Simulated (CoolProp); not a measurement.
Carbon dioxide at several states: fugacity coefficient from the reference equation and from simpler models built on Tc = 31.0 °C, pc = 7377 kPa, ω = 0.224; each cubic takes its own stable root.

Computed with CoolProp (reference Helmholtz-energy equation of state, Span 1996).

```
T (°C)  p (kPa)          phase  reference  van der Waals  Redlich-Kwong  Soave-Redlich-Kwong  Peng-Robinson
------  -------  -------------  ---------  -------------  -------------  -------------------  -------------
61.55      7890  supercritical     0.7476         0.7516         0.7400               0.7527         0.7276
-25.85    29000         liquid    0.08172         0.1817         0.1049              0.08643        0.07932
31.85      14.1            gas     0.9994         0.9994         0.9994               0.9994         0.9993
360.75     2480            gas     0.9960         0.9877         0.9913                1.001         0.9962
```
